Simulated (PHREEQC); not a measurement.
Consider water at 93 °C with 0.0088 mol/kgw CdBr2. Closed to the air; pH follows from the charge balance.

All values are PHREEQC results (ion-association model, phreeqc.dat), not measurements.

Problem. The ionic strength comes out as 0.0179 mol/kgw. What activity coefficients do CdBr+, H+, Br-, Cd+2, CdOH+ get?

Solution. CdBr+ 0.86, H+ 0.88, Br- 0.85, Cd+2 0.54, CdOH+ 0.86.

This is a speciation only: nothing precipitates in the calculation. Complexes and solids missing from the database can't appear. Away from 25 °C the constants follow the database's enthalpies or fits; those with neither stay at their 25 °C values.
